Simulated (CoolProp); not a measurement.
Saturation properties of decamethyltetrasiloxane (MD2M).

Model: reference Helmholtz-energy equation of state, Thol 2017, in CoolProp.

| T (K) | p (kPa) | liquid density (kg/m³) | vapour density (kg/m³) |
|---|---|---|---|
| 280.8 | 0.01172 | 865.9 | 0.001560 |
| 298 | 0.05181 | 848.8 | 0.006498 |
| 315.3 | 0.1874 | 831.5 | 0.02222 |
| 332.6 | 0.5705 | 814.3 | 0.06417 |
| 349.9 | 1.504 | 796.9 | 0.1611 |
| 367.1 | 3.502 | 779.4 | 0.3584 |
| 384.4 | 7.409 | 761.5 | 0.7272 |
| 401.7 | 14.39 | 743.2 | 1.361 |
| 419 | 26.00 | 724.3 | 2.380 |
| 436.2 | 44.04 | 704.9 | 3.926 |
| 453.5 | 71.01 | 684.4 | 6.199 |
| 470.8 | 109.5 | 662.9 | 9.423 |
| 488 | 162.0 | 640.2 | 13.86 |

It boils at 467.6 K under 1 atm.
